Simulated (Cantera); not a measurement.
**Thermodynamics of roasting and sulfation, feed MgO + H2S + O2**

A closed system holds: 1 mol MgO, 1.4 mol H2S, 5.3 mol O2, held at 1 atm.

These are equilibrium values from Cantera (NASA tables, ideal gas, pure condensed phases), not measurements of a reactor. Candidate condensed phases: H2O, H2SO4, Mg, MgO, Mg(OH)2, MgS, MgSO4, S; 26 gas species. Mutual solubility and eutectic melting of coexisting phases are not modelled. The numbers say what is thermodynamically allowed, not how fast it happens.

From 1300 K to 1325 K the condensed part is MgO(s) + MgSO4(s). From 1350 K to 1450 K the condensed part is MgO(s).

| T (K) | x O2 | x H2O | x SO2 | x SO3 | x OH | x O | n MgO(s) | n MgSO4(s) |
|---|---|---|---|---|---|---|---|---|
| 1300 | 0.585 | 0.298 | 0.107 | 0.0100 | 2.33e-5 | 1.34e-7 | 0.148 | 0.852 |
| 1325 | 0.533 | 0.240 | 0.211 | 0.0160 | 2.72e-5 | 2.00e-7 | 0.927 | 0.0733 |
| 1350 | 0.530 | 0.235 | 0.221 | 0.0142 | 3.53e-5 | 3.05e-7 | 1.00 | 0 |
| 1375 | 0.530 | 0.235 | 0.223 | 0.0123 | 4.60e-5 | 4.61e-7 | 1.00 | 0 |
| 1400 | 0.531 | 0.235 | 0.224 | 0.0106 | 5.92e-5 | 6.85e-7 | 1.00 | 0 |
| 1425 | 0.531 | 0.234 | 0.225 | 0.00924 | 7.57e-5 | 1.00e-6 | 1.00 | 0 |
| 1450 | 0.531 | 0.234 | 0.226 | 0.00808 | 9.59e-5 | 1.45e-6 | 1.00 | 0 |
x: gas mole fraction; n: condensed amount in mol.
